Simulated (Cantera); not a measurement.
A Cantera script and what it prints.

```python
import numpy as np
import cantera as ct

gas_names = """
    Br Br2 H HBr HO2 H2 H2O H2O2 O OH O2 O3 Si SiBr SiBr2 SiBr3 SiBr4 SiH SiHBr3 SiH2 SiH2Br2 SiH3
    SiH3Br SiH4 SiO SiO2 Si2 Si3
""".split()
cond_names = """
    Br2(cr) Br2(L) H2O(s) H2O(L) Si(cr) Si(L) SiO2(Lqz) SiO2(hqz) SiO2(L)
""".split()


# ... load() reads the species with a 1 bar reference pressure and builds the phases ...
atoms = {
    'SiO2': {'Si': 1, 'O': 2},
    'HBr': {'H': 1, 'Br': 1},
    'H2': {'H': 2},
}
top_T = {}  # K; cautious upper limits of use, not melting points


# ... equilibrate(T, P, feed) seeds the gas with the atoms and calls Mixture.equilibrate('TP', solver="vcs", rtol=1e-11, max_steps=5000) ...
results = []
feed = {'SiO2': 1, 'HBr': 25, 'H2': 24}  # mol
P = 133.322  # Pa
for T in [1073, 1123, 1173, 1223, 1273, 1323, 1373, 1423, 1473, 1523, 1573, 1623]:
    mix = equilibrate(T, P, feed)
    results.append((T, P, feed, dict(zip(mix.species_names, mix.species_moles))))

top = {s: max(r[3][s] / sum(r[3][g] for g in gas_names) for r in results) for s in gas_names}
cols = sorted((s for s in top if top[s] > 1e-06), key=lambda s: -top[s])[:9]
seen = [c for c in cond_names if any(r[3].get(c, 0) > 1e-12 for r in results)]
print("log10 of partial pressures in bar; condensed amounts in mol")
print(f"{'T/K':>10s}" + "".join(f"{s[:9]:>10s}" for s in cols + seen))
for T, P, feed, n in results:
    ng = sum(n[g] for g in gas_names)
    print(f"{T:10.4g}" + "".join(f"{np.log10(max(n[s] / ng * P / 1e5, 1e-99)):10.3f}" for s in cols)
          + "".join(f"{n.get(c, 0):10.4g}" for c in seen))
```

Output:

```
log10 of partial pressures in bar; condensed amounts in mol
       T/K       HBr        H2        Br       H2O       SiO         H       Br2     SiBr2     SiBr4 SiO2(hqz)
      1073    -3.168    -3.185    -6.449    -8.084   -11.437    -9.446    -9.112    -9.814    -8.411    0.9998
      1123    -3.168    -3.185    -6.119    -7.956   -10.373    -8.963    -8.878    -9.141    -8.340    0.9998
      1173    -3.169    -3.185    -5.817    -7.808    -9.433    -8.521    -8.664    -8.590    -8.339    0.9997
      1223    -3.170    -3.185    -5.540    -7.621    -8.622    -8.114    -8.469    -8.189    -8.443    0.9995
      1273    -3.172    -3.184    -5.285    -7.392    -7.935    -7.739    -8.291    -7.939    -8.659     0.999
      1323    -3.175    -3.184    -5.051    -7.118    -7.362    -7.392    -8.129    -7.834    -8.986    0.9978
      1373    -3.179    -3.183    -4.835    -6.804    -6.892    -7.069    -7.983    -7.863    -9.420    0.9947
      1423    -3.186    -3.182    -4.638    -6.470    -6.499    -6.768    -7.852    -7.980    -9.917    0.9878
      1473    -3.197    -3.180    -4.457    -6.141    -6.150    -6.488    -7.739    -8.132   -10.431    0.9734
      1523    -3.211    -3.178    -4.293    -5.828    -5.831    -6.225    -7.642    -8.296   -10.942    0.9445
      1573    -3.230    -3.176    -4.145    -5.534    -5.535    -5.979    -7.564    -8.465   -11.448    0.8894
      1623    -3.256    -3.175    -4.013    -5.258    -5.259    -5.748    -7.504    -8.640   -11.951    0.7885
```

Method: chemical equilibrium by Gibbs-energy minimisation in Cantera with the NASA 1993 tables (ideal gas, pure condensed phases). The tables hold silica as quartz up to 1696 K and as liquid above; real silica turns to tridymite and cristobalite and melts near 1996 K.
